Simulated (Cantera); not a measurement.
A perfectly stirred reactor is fed with CH4 : H2 : O2 : N2 = 1 : 0.049 : 1.84 : 6.92 (molar parts), equivalence ratio 1.1, at 3.10 bar; it is adiabatic with a 348 K inlet, and is followed from long to short residence time, starting on the burning branch (τ in s: 0.041, 0.017, 0.0071, 0.0029, 0.0012, 0.00051, 0.00021, 8.9e-05, 3.7e-05).

Model: GRI-Mech 3.0 (53 species, 325 reactions), integrated in Cantera.

x: mole fraction; the columns are a selection and need not sum to one.

```tsv
τ (s)	T (K)	x CH4	x H2	x O2	x H2O2	x CO	x N2O
0.041	2242	9.59e-6	0.0126	0.000563	4.13e-8	0.0264	6.10e-8
0.017	2233	1.60e-5	0.0129	0.000899	6.06e-8	0.0268	7.70e-8
0.0071	2220	…	0.0133	…	…	0.0276	…
0.0029	2199	4.39e-5	0.0140	0.00238	1.34e-7	0.0287	1.20e-7
0.0012	2169	7.60e-5	0.0151	0.00376	1.93e-7	0.0303	1.40e-7
0.00051	2131	0.000137	0.0163	0.00565	2.69e-7	0.0325	1.54e-7
0.00021	2080	…	…	…	…	…	1.60e-7
8.9e-5	2016	0.000612	0.0195	0.0127	5.06e-7	0.0400	1.60e-7
3.7e-5	348	0.102	0.00500	0.188	<1e-12	<1e-12	<1e-12
```

Q: Some entries are withheld; supply them.

A: 
- 0.0071, x CH4: 2.61e-5
- 0.0071, x O2: 0.00146
- 0.0071, x H2O2: 9.04e-8
- 0.0071, x N2O: 9.74e-8
- 0.00021, x CH4: 0.000273
- 0.00021, x H2: 0.0179
- 0.00021, x O2: 0.00843
- 0.00021, x H2O2: 3.71e-7
- 0.00021, x CO: 0.0355
